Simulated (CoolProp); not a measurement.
Vapour-liquid equilibrium of hydrogen sulfide (1) + n-butane (2) at 580 kPa; x and y are mole fractions of (1).

Model: multi-fluid Helmholtz-energy mixture model, Lemmon 2006 and Bücker 2006; pair parameters Kunz 2012, in CoolProp.

```tsv
x	bubble temperature (°C)	y at the bubble point	dew temperature at overall composition x (°C)	liquid density (mol/L)
0.05	40.8	0.332	54.0	9.717
0.125	23.0	0.620	50.8	10.46
0.2	11.1	0.756	47.3	11.18
0.275	3.3	0.825	43.7	11.92
0.35	-1.9	0.864	39.9	12.71
0.425	-5.5	0.889	35.7	13.59
0.5	-8.1	0.907	31.2	14.58
0.575	-10.2	0.920	26.2	15.71
0.65	-11.8	0.931	20.6	16.99
0.725	-13.3	0.942	14.1	18.46
0.8	-14.6	0.953	6.3	20.12
0.875	-15.9	0.966	-3.4	21.99
0.95	-17.3	0.984	-14.3	24.07
```

No azeotrope shows between x = 0.05 and 0.95.

The pair parameters rest on a limited set of measurements; away from them the model extrapolates. With so large a gap from Raoult's law the liquid may split in two, which this calculation doesn't test in full.
